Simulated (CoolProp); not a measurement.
Values from CoolProp's reference Helmholtz-energy equation of state, Lemmon 2006. It is a short technical equation, of lower accuracy than the large ones.

### Question
For carbonyl sulfide, give the phase and the density (kg/m³), cv (kJ/(kg K)), speed of sound (m/s), expansivity (1/kK) at 620 K and 5.31 MPa; 620 K and 10.6 MPa; 620 K and 13.3 MPa.

### Answer
- 620 K and 5.31 MPa: gas; density 65.1, cv 0.731, speed of sound 313, expansivity 1.98
- 620 K and 10.6 MPa: supercritical; density 136, cv 0.742, speed of sound 311, expansivity 2.37
- 620 K and 13.3 MPa: supercritical; density 174, cv 0.747, speed of sound 313, expansivity 2.55
